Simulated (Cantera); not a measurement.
Input: 1 mol SO2, 0.055 mol H2O, 5.4 mol N2, 0.13 mol H2, equilibrated at 3373 K and 1 atm.

Cantera equilibrium calculation (NASA polynomials, part measured and part estimated; ideal gas, pure solids and liquids). The numbers say what is thermodynamically allowed, not how fast it happens.

| species | before | after |
|---|---|---|
| N2 | 0.729 | 0.821 |
| SO2 | 0.0422 | 0.138 |
| H2O | 0.00348 | 0.0247 |
| SO | 0.0698 | 0.0104 |
| O | 0.0502 | 9.31e-6 |
| O2 | 0.0204 | 3.22e-5 |
| NO | 0.0214 | 0.000134 |
| H | 0.0250 | 0.000199 |
| S | 0.0218 | 0.000243 |
| OH | 0.0113 | 0.000201 |
| N | 0.000101 | 4.44e-9 |
| SN | 0.000112 | 1.97e-6 |
| H2S | 7.07e-6 | 4.67e-5 |
| SH | 0.000809 | 0.000182 |
| S2O | 4.89e-5 | 0.000113 |
| S2 | 0.00108 | 0.00126 |
Gas species are given as mole fractions.

Problem. Name the change that produced these shifts.
(A) temperature from 3373 K to 2125 K
(B) temperature from 3373 K to 3098.15 K
(C) pressure from 1 atm to 110 bar
(D) temperature from 3373 K to 1473.15 K

Solution. A, temperature from 3373 K to 2125 K
